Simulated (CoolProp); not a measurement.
The numbers come from the reference Helmholtz-energy equation of state, Thol 2014 in CoolProp.

**Question.** For diethyl ether, give the phase and the cp (kJ/(kg K)), speed of sound (m/s) at 323.4 K and 0.0228 MPa; 354.1 K and 14.3 MPa; 368.2 K and 0.258 MPa.

**Answer.** 
- 323.4 K and 0.0228 MPa: gas; cp 1.72, speed of sound 196
- 354.1 K and 14.3 MPa: liquid; cp 2.46, speed of sound 883
- 368.2 K and 0.258 MPa: gas; cp 1.94, speed of sound 199
